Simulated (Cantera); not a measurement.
Charge: 1 mol n-butane, 0.41 mol CO2, 2.5 mol H2, equilibrated at 1275 K and 550000 Pa.

Equilibrium computed with Cantera from the NASA thermochemical tables; the gas is ideal and each condensed phase is pure. Candidate condensed phases: C, C6H6, C7H8, C8H18, H2O; 110 gas species. Equilibrium is a limit: real reactors are often held back by kinetics, nucleation or transport.

Question: What is the equilibrium state?

Answer: 
```json
{
  "x(H2)": "0.860",
  "x(CO)": "0.0968",
  "x(CH4)": "0.0377",
  "x(H2O)": "0.00534",
  "x(CO2)": "0.000361",
  "x(C2H4)": "6.31e-6",
  "x(C2H6)": "1.97e-6",
  "n(C(graphite))": "3.33 mol",
  "gas_amount": "7.974 mol"
}
```
